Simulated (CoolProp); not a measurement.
Vapour pressure (MPa) of methanol: the reference equation beside estimates from Tc = 240.2 °C, pc = 8.216 MPa, ω = 0.565.

The numbers come from the reference Helmholtz-energy equation of state, de Reuck 1993 in CoolProp.

| T (°C) | reference | Lee-Kesler | Redlich-Kwong | Soave-Redlich-Kwong | Peng-Robinson |
|---|---|---|---|---|---|
| 12.05 | 0.008374 | [?] | 0.07140 | 0.006521 | 0.007220 |
| 16.85 | 0.01097 | 0.008777 | 0.08672 | 0.008788 | 0.009647 |
| 21.75 | 0.01431 | 0.01176 | 0.1049 | 0.01177 | 0.01282 |
| 26.55 | [?] | 0.01548 | 0.1254 | 0.01549 | 0.01674 |
| 31.45 | 0.02356 | 0.02027 | 0.1494 | 0.02028 | 0.02176 |
| 36.25 | 0.02976 | 0.02612 | 0.1762 | 0.02613 | 0.02786 |
| 41.15 | 0.03746 | 0.03351 | 0.2073 | 0.03351 | 0.03551 |
| 45.95 | 0.04659 | 0.04238 | 0.2415 | 0.04237 | 0.04464 |
| 50.85 | 0.05777 | 0.05337 | 0.2806 | 0.05335 | [?] |
| 55.65 | 0.07083 | 0.06634 | 0.3234 | 0.06631 | 0.06912 |
| 60.55 | 0.08662 | 0.08217 | 0.3720 | 0.08212 | 0.08520 |
| 65.35 | 0.1048 | 0.1006 | 0.4245 | 0.1005 | 0.1038 |
| 70.25 | 0.1266 | 0.1227 | 0.4837 | 0.1226 | [?] |

Q: Complete the blanks.

A: 
- 12.05, Lee-Kesler: 0.006513
- 26.55, reference: 0.01840
- 50.85, Peng-Robinson: 0.05590
- 70.25, Peng-Robinson: 0.1261

Absolute difference from the reference over all 13 rows, mean and median: Lee-Kesler 11.4 and 10.5 %, Redlich-Kwong 478.0 and 453.4 %, Soave-Redlich-Kwong 11.4 and 10.5 %, Peng-Robinson 5.9 and 5.2 %.
